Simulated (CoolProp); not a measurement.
n-hexane along the isotherm 3.45 °C: Z from the reference equation and from simpler models built on Tc = 234.7 °C, pc = 3.044 MPa, ω = 0.300; each cubic takes its own stable root.

Values from CoolProp's reference Helmholtz-energy equation of state, Thol 2019.

| p (MPa) | phase | reference |
|---|---|---|
| 0.0144 | liquid | 0.0008005 |
| 0.0274 | liquid | 0.001523 |
| 0.0519 | liquid | 0.002885 |
| 0.0984 | liquid | 0.005469 |
| 0.186 | liquid | 0.01034 |
| 0.354 | liquid | 0.01967 |
| 0.67 | liquid | 0.03721 |
| 1.27 | liquid | 0.07048 |
| 2.41 | liquid | 0.1335 |
| 4.57 | liquid | 0.2525 |

How far does each simpler model (Redlich-Kwong, Soave-Redlich-Kwong) lie from the reference over these 10 states: mean and median of the absolute difference, and the worst?


- Redlich-Kwong: mean 12389.1 %, median 14.7 %, worst +123760.1 % at 3.45 °C and 0.0144 MPa
- Soave-Redlich-Kwong: mean 11.2 %, median 11.3 %, worst +11.3 % at 3.45 °C and 0.0144 MPa

At some of these states Redlich-Kwong gives the other phase, because its saturation line lies elsewhere.
